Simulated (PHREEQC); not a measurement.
Make-up at 70 °C: 0.517 mol MgSO4 per kg of water. Closed to the air; pH follows from the charge balance.

All values are PHREEQC results (Pitzer model, pitzer.dat), not measurements.

| Property | Result |
|---|---|
| ionic strength | 2.07 mol/kgw |
| activity of water | 0.991 |
| density | 1.038 g/cm³ |
| osmotic coefficient | 0.484 |

```
species  molality  activity   log γ
-------  --------  --------  ------
Mg+2        0.517    0.0443  -1.067
SO4-2       0.517    0.0202  -1.409
MgOH+     7.91e-6   3.23e-6  -0.389
HSO4-     7.49e-6   4.68e-6  -0.205
H+        1.35e-6   6.39e-7  -0.323
OH-       9.20e-7   2.50e-7  -0.565
```

No solid was allowed to form. Complexes and solids missing from the database can't appear. Away from 25 °C the constants follow the database's enthalpies or fits; those with neither stay at their 25 °C values.
